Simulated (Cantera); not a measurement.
Feed: 1 mol Al, a varied amount of HCl, 430 mol N2, held at 1048.15 K and 13.3 mbar.

Method: chemical equilibrium by Gibbs-energy minimisation in Cantera with the NASA 1993 tables (ideal gas, pure condensed phases). Candidate condensed phases: Al, AlCl3, AlN, NH4Cl; 20 gas species. Equilibrium is a limit: real reactors are often held back by kinetics, nucleation or transport.

Question: Which condensed phases are stable at each of these points (n(HCl) (mol)): 0.55, 0.8, 1.2, 1.7, 2.4, 3.5, 5.1?

Answer: 
| n(HCl) (mol) | condensed phases | Al condensed (%) |
|---|---|---|
| 0.55 | AlN(s) | 89.4 |
| 0.8 | AlN(s) | 84.1 |
| 1.2 | AlN(s) | 75.4 |
| 1.7 | AlN(s) | 64.4 |
| 2.4 | AlN(s) | 48.6 |
| 3.5 | AlN(s) | 23.3 |
| 5.1 | gas only | 0.0 |

From 0.55 mol HCl to 3.5 mol HCl the condensed part is AlN(s). At 5.1 mol HCl nothing is condensed.
